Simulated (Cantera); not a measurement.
Input: 1 mol Si3N4, 0.28 mol N2O, 320 mol N2, 0.37 mol O2, held at 998.15 K and 10.0 Torr.

These are equilibrium values from Cantera (NASA tables, ideal gas, pure condensed phases), not measurements of a reactor. Candidate condensed phases: Si, SiO2, Si2N2O, Si3N4; 16 gas species. Kinetics and transport are ignored.

Base state: N2 1.00 (mole fractions); condensed: Si2N2O(s) + Si3N4(s).

Problem. What changes in the equilibrium state with this change: temperature from 998.15 K to 1925 K?

Solution. 
```json
[
 {"species": "N2", "before": "1.00", "after": "0.995"},
 {"species": "SiO", "before": "<1e-9", "after": "0.00315"},
 {"species": "Si", "before": "<1e-9", "after": "0.00131"},
 {"species": "Si2N", "before": "<1e-9", "after": "6.65e-5"},
 {"species": "SiN", "before": "<1e-9", "after": "4.71e-5"},
 {"species": "Si2", "before": "<1e-9", "after": "1.12e-5"},
 {"species": "Si2N2O(s), mol", "before": "1.02", "after": "0"},
 {"species": "Si3N4(s), mol", "before": "0.320", "after": "0"},
 {"species": "Si(l), mol", "before": "0", "after": "1.49"}
]
```
The tables' values for SiN are old estimates; treat these amounts as uncertain.

Problem. What changes in the equilibrium state with this change: Si3N4 replaced by SiC?

Solution. 
```json
[
 {"species": "N2", "before": "1.00", "after": "0.998"},
 {"species": "CO", "before": "0", "after": "0.00162"},
 {"species": "Si2N2O(s), mol", "before": "1.02", "after": "0.500"},
 {"species": "Si3N4(s), mol", "before": "0.320", "after": "0"},
 {"species": "C(graphite), mol", "before": "0", "after": "0.480"}
]
```
Further candidate phases: C, SiC.
